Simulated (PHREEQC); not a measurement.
**Copper plating or etch bath**

A solution holds 7.6 mmol/kgw Cu(BF4)2, 23 mmol/kgw HBF4 and 0.29 mmol/kgw NaCl, at 85 °C. Closed to the air; pH follows from the charge balance.

Equilibrium calculation in PHREEQC: ion-association model, wateq4f.dat.

Each row changes one thing in this solution. Precipitation was switched off in this run.

| case | pH | ionic strength (mol/kgw) | BF4- (mol/kgw) | HF (mol/kgw) | H3BO3 (mol/kgw) | BF3OH- (mol/kgw) | SI of Halite (NaCl) |
|---|---|---|---|---|---|---|---|
| as made | 1.82 | 0.0410 | 0.0304 | 0.0241 | 0.00545 | 0.00161 | -9.00 |
| HBF4 left out | 3.08 | 0.0233 | 0.0100 | 0.0107 | 0.00269 | 0.00121 | -8.97 |
| HBF4 from 0.023 to 0.046 mol/kgw | 1.49 | 0.0623 | 0.0513 | 0.0307 | … | 0.00213 | -9.02 |
| Cu(BF4)2 replaced by KF at the same molality | 1.96 | 0.0204 | 0.0181 | 0.0224 | 0.00339 | 0.00104 | -8.91 |
| Cu(BF4)2 from 0.0076 to 0.00152 mol/kgw | … | 0.0230 | 0.0192 | 0.0223 | 0.00520 | 0.00110 | … |
| temperature from 85 to 90 °C | … | 0.0405 | 0.0298 | 0.0262 | 0.00593 | 0.00163 | -9.01 |

Task: What belongs in the gaps?

Result: 
- HBF4 from 0.023 to 0.046 mol/kgw, H3BO3 (mol/kgw): 0.00696
- Cu(BF4)2 from 0.0076 to 0.00152 mol/kgw, pH: 1.80
- Cu(BF4)2 from 0.0076 to 0.00152 mol/kgw, SI of Halite (NaCl): -8.93
- temperature from 85 to 90 °C, pH: 1.83

Constants without temperature data keep their 25 °C values here. Real BF4- forms and hydrolyses slowly; the run takes it at equilibrium.
